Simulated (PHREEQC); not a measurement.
**Brine (model solution)**

Make-up at 25 °C: 0.89 mol/kgw HCl, 1.5 mol/kgw SrCl2 and 3.1 mol/kgw MgCl2. Closed to the air; pH follows from the charge balance.

Equilibrium calculation in PHREEQC: Pitzer model, pitzer.dat.

No solid was allowed to form.

Estimate the pH, activity of water.

pH -2.08; activity of water 0.452.

In brines, pH and single-ion activities rest on the MacInnes convention.
